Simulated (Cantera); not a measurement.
Mixture: CH₄ : H₂ : O₂ : N₂ : H₂O = 1 : 0.082 : 1.07 : 4.19 : 0.21 (molar parts), at 28.0 bar, adiabatic and at constant pressure. Ignition delay is the time to a rise of 400 K.

Detailed kinetics in Cantera: GRI-Mech 3.0 (53 species, 325 reactions). The pressure lies above the range GRI-Mech 3.0 was tuned for (to about 10 atm). Below about 1000 K GRI-Mech 3.0 lacks low-temperature oxidation paths. Below about 950 K walls govern HO2 and H2O2 in real vessels.

**Question.** What does this change do: CH4 1 to 1.4 parts?

**Answer.** 
```tsv
quantity	before	after
delay at 875 K	0.142 s	0.126 s
delay at 1025 K	4.97 ms	5.13 ms
delay at 1175 K	0.762 ms	1.000 ms
delay at 1325 K	0.235 ms	0.330 ms
delay at 1475 K	79.4 µs	0.108 ms
apparent activation energy between 1325 and 1475 K	120 kJ/mol	120 kJ/mol
```

**Question.** What does this change do: constant volume in place of constant pressure?

**Answer.** 
```tsv
quantity	before	after
delay at 875 K	0.142 s	0.134 s
delay at 1025 K	4.97 ms	4.65 ms
delay at 1175 K	0.762 ms	0.698 ms
delay at 1325 K	0.235 ms	0.211 ms
delay at 1475 K	79.4 µs	70.7 µs
apparent activation energy between 1325 and 1475 K	120 kJ/mol	120 kJ/mol
```
